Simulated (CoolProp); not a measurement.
Octamethyltrisiloxane (MDM) at several states: density (kg/m³) from the reference equation and from simpler models built on Tc = 565.4 K, pc = 14.38 bar, ω = 0.528; each cubic takes its own stable root.

The numbers come from the reference Helmholtz-energy equation of state, Thol 2017 in CoolProp.

| T (K) | p (bar) | phase | reference |
|---|---|---|---|
| 346 | 0.185 | liquid | 766.1 |
| 273.3 | 28 | liquid | 843.3 |
| 404.8 | 53.6 | liquid | 717.6 |
| 233 | 8.67 | liquid | 880.2 |
| 562.2 | 0.433 | gas | 2.214 |
| 381.5 | 1.53 | liquid | 727.8 |

Q: How far does each simpler model (van der Waals, Soave-Redlich-Kwong, Peng-Robinson) lie from the reference over these 6 states: mean and median of the absolute difference, and the worst?

A: 
- van der Waals: mean 53.5 %, median 42.6 %, worst -99.8 % at 346 K and 0.185 bar
- Soave-Redlich-Kwong: mean 8.3 %, median 9.1 %, worst -12.9 % at 233 K and 8.67 bar
- Peng-Robinson: mean 2.1 %, median 2.3 %, worst +4.3 % at 404.8 K and 53.6 bar

At some of these states van der Waals gives the other phase, because its saturation line lies elsewhere.
